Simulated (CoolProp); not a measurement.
A single-stage vapour-compression cycle with R125: evaporating at 224.15 K (dew point), condensing at 281.15 K (bubble point), superheat 10 K, subcooling 8 K, compressor efficiency 0.9, no pressure losses. Each further row changes one setting.

Values from CoolProp's reference Helmholtz-energy equation of state, Lemmon 2005.

```
case                              cooling COP  pressure ratio  discharge temperature (K)  refrigerating effect (kJ/kg)  volumetric capacity (kJ/m³)
--------------------------------  -----------  --------------  -------------------------  ----------------------------  ---------------------------
as stated                                2.80            8.84                      300.7                           114                          705
evaporating temperature 229.15 K         3.23            6.95                      299.1                           117                          908
condensing temperature 276.15 K          3.18            7.60                      295.5                           120                          744
subcooling 13 K                          2.95            8.84                      300.7                           120                          744
superheat 20 K                           2.83            8.84                      310.9                           121                          715
compressor efficiency 0.8                2.49            8.84                      306.3                           114                          705
```
